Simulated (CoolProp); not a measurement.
Saturation properties of dodecamethylpentasiloxane (MD3M) (Tc = 354.9 °C, pc = 954.0 kPa, ω = 0.730).

The numbers come from the reference Helmholtz-energy equation of state, Thol 2019 in CoolProp.

```csv
T (°C),p (kPa),liquid density (kg/m³),vapour density (kg/m³),enthalpy of vaporisation (kJ/kg),surface tension (mN/m)
18.15,0.003398,876.5,0.0005399,180.0,…
25.45,0.006803,869.4,0.001055,…,17.7
32.75,0.01306,862.4,0.001976,174.9,17.2
40.05,0.02409,855.3,0.003561,172.4,…
47.35,…,848.3,0.006194,170.0,16.2
54.65,0.07380,841.2,0.01043,167.6,15.8
61.95,0.1232,834.1,0.01702,165.2,15.3
69.25,0.1997,827.0,0.02702,162.8,14.8
76.65,0.3172,819.8,0.04203,160.4,14.3
83.95,0.4884,812.6,0.06343,158.1,13.9
91.25,…,805.5,0.09360,155.8,13.4
98.55,1.082,798.2,0.1353,153.5,12.9
105.85,1.562,791.0,0.1918,151.2,12.5
113.15,2.214,…,0.2670,148.9,12.0
120.45,3.083,776.3,0.3655,146.7,11.6
```

Q: Complete the blanks.

A: 
- 18.15, surface tension (mN/m): 18.2
- 25.45, enthalpy of vaporisation (kJ/kg): 177.4
- 40.05, surface tension (mN/m): 16.7
- 47.35, p (kPa): 0.04288
- 91.25, p (kPa): 0.7349
- 113.15, liquid density (kg/m³): 783.6

It boils at 229.9 °C under 1 atm.

Surface tension comes from a separate correlation (Mulero 2014), older than this fluid's equation and unchecked against measurements.
